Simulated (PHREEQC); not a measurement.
## Brine

Consider water at 25 °C with 3.7 mol/kgw KOH, 0.048 mol/kgw KCl and 0.00018 mol/kgw H4SiO4. Closed to the air; pH follows from the charge balance.

Model: Pitzer model, pitzer.dat, run in PHREEQC.

No solid was allowed to form.

Problem. Estimate the pH, osmotic coefficient, density.

Solution. pH 14.93; osmotic coefficient 1.333; density 1.151 g/cm³.

Species that the database lacks are ignored. In brines, pH and single-ion activities rest on the MacInnes convention.
